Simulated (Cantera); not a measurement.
Charge: 1 mol Nb, 0.22 mol H₂O, equilibrated at 2.50 mbar.

Method: chemical equilibrium by Gibbs-energy minimisation in Cantera with the NASA 1993 tables (ideal gas, pure condensed phases). Candidate condensed phases: H₂O, Nb, NbO, NbO₂, Nb₂O₅; 12 gas species. Mutual solubility and eutectic melting of coexisting phases are not modelled. NbO: taken at fixed stoichiometry. Condensed phases not in the tables: N, O or C dissolved in the metal. The numbers say what is thermodynamically allowed, not how fast it happens. All values below are at 2173 K.

Base state: H₂ 0.901, H 0.0916, NbO₂ 0.00370, H₂O 0.00287, NbO 0.00105, OH 3.91e-5 (mole fractions); condensed: Nb(s) + NbO(s).

Problem. What changes in the equilibrium state with this change: H₂O from 0.22 to 26 mol?

Solution. 
```json
[
 {"species": "H₂O", "before": "0.00287", "after": "0.790"},
 {"species": "H₂", "before": "0.901", "after": "0.123"},
 {"species": "H", "before": "0.0916", "after": "0.0338"},
 {"species": "O₂", "before": "3.76e-9", "after": "0.0153"},
 {"species": "OH", "before": "3.91e-5", "after": "0.0291"},
 {"species": "NbO₂", "before": "0.00370", "after": "0.00350"},
 {"species": "NbO", "before": "0.00105", "after": "4.93e-7"},
 {"species": "O", "before": "2.79e-6", "after": "0.00562"},
 {"species": "Nb(s), mol", "before": "0.782", "after": "0"},
 {"species": "NbO(s), mol", "before": "0.217", "after": "0"},
 {"species": "Nb₂O₅(l), mol", "before": "0", "after": "0.452"}
]
```
Condensed phases not in the tables: the oxides between NbO₂ and Nb₂O₅.
